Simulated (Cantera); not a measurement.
A Cantera script and what it prints.

```python
import numpy as np
import cantera as ct

gas_names = [...]  # 113 gases of nasa_gas.yaml made of C, H, O, Pb
cond_names = """
    C(gr) C6H6(L) C7H8(L) C8H18(L),n-octa H2O(s) H2O(L) Pb(cr) Pb(L) PbO(rd) PbO(yw) PbO(L) PbO2(s)
    Pb3O4(s)
""".split()


# ... load() reads the species with a 1 bar reference pressure and builds the phases ...
atoms = {
    'PbO': {'Pb': 1, 'O': 1},
    'CO': {'C': 1, 'O': 1},
    'H2': {'H': 2},
}
top_T = {'C(gr)': 4500, 'Pb3O4(s)': 820}  # K; cautious upper limits of use, not melting points


# ... equilibrate(T, P, feed) seeds the gas with the atoms and calls Mixture.equilibrate('TP', solver="vcs", rtol=1e-11, max_steps=5000) ...
results = []
feed = {'PbO': 1, 'CO': 4.1, 'H2': 1.3}  # mol
P = 100000  # Pa
for T in [950, 1150, 1350, 1550, 1750, 1950, 2150]:
    mix = equilibrate(T, P, feed)
    results.append((T, P, feed, dict(zip(mix.species_names, mix.species_moles))))

top = {s: max(r[3][s] / sum(r[3][g] for g in gas_names) for r in results) for s in gas_names}
cols = sorted((s for s in top if top[s] > 1e-05), key=lambda s: -top[s])[:9]
seen = [c for c in cond_names if any(r[3].get(c, 0) > 1e-12 for r in results)]
print("log10 of partial pressures in bar; condensed amounts in mol")
print(f"{'T/K':>10s}" + "".join(f"{s[:9]:>10s}" for s in cols + seen))
for T, P, feed, n in results:
    ng = sum(n[g] for g in gas_names)
    print(f"{T:10.4g}" + "".join(f"{np.log10(max(n[s] / ng * P / 1e5, 1e-99)):10.3f}" for s in cols)
          + "".join(f"{n.get(c, 0):10.4g}" for c in seen))
```

Output:

```
log10 of partial pressures in bar; condensed amounts in mol
       T/K        CO       CO2        H2        Pb       H2O       CH4         H       PbO       Pb2     C(gr)     Pb(L)
       950    -0.372    -0.521    -0.716    -5.298    -1.118    -2.207    -9.613   -11.593   -11.143    0.7165         1
      1150    -0.205    -0.867    -0.719    -3.538    -1.306    -4.016    -7.487    -8.848    -8.198         0    0.9984
      1350    -0.197    -0.922    -0.757    -2.310    -1.189    -5.760    -6.001    -6.638    -6.152         0    0.9734
      1550    -0.204    -0.982    -0.802    -1.407    -1.133    -7.086    -4.903    -5.017    -4.652         0    0.7797
      1750    -0.255    -1.075    -0.882    -0.808    -1.143    -8.231    -4.074    -3.871    -3.691         0         0
      1950    -0.250    -1.105    -0.901    -0.808    -1.112    -8.996    -3.391    -3.444    -3.886         0         0
      2150    -0.247    -1.130    -0.917    -0.809    -1.091    -9.610    -2.833    -3.103    -4.050         0         0
```

These are equilibrium values from Cantera (NASA tables, ideal gas, pure condensed phases), not measurements of a reactor. Gases not in the tables: (PbO)n polymers.
